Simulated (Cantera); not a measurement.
Input: 1 mol Si, 0.6 mol Cl₂, 1.6 mol H₂, held at 1075 K and 0.100 bar.

Equilibrium computed with Cantera from the NASA thermochemical tables; the gas is ideal and each condensed phase is pure. Candidate condensed phases: Si; 19 gas species. The tables' values for SiCl₃ are old estimates; treat these amounts as uncertain. Equilibrium is a limit: real reactors are often held back by kinetics, nucleation or transport.

Base state: H₂ 0.804, SiCl₄ 0.118, HCl 0.0363, SiHCl₃ 0.0325, SiCl₃ 0.00489, SiCl₂ 0.00320, SiH₂Cl₂ 0.00105 (mole fractions); condensed: Si(s).

Question: What changes in the equilibrium state with this change: temperature from 1075 K to 1023 K?

Answer: 
```json
[
 {"species": "H₂", "before": "0.804", "after": "0.813"},
 {"species": "SiCl₄", "before": "0.118", "after": "0.123"},
 {"species": "SiHCl₃", "before": "0.0325", "after": "0.0342"},
 {"species": "HCl", "before": "0.0363", "after": "0.0247"},
 {"species": "SiCl₂", "before": "0.00320", "after": "0.00134"},
 {"species": "SiCl₃", "before": "0.00489", "after": "0.00279"},
 {"species": "Si(s), mol", "before": "0.695", "after": "0.692"}
]
```
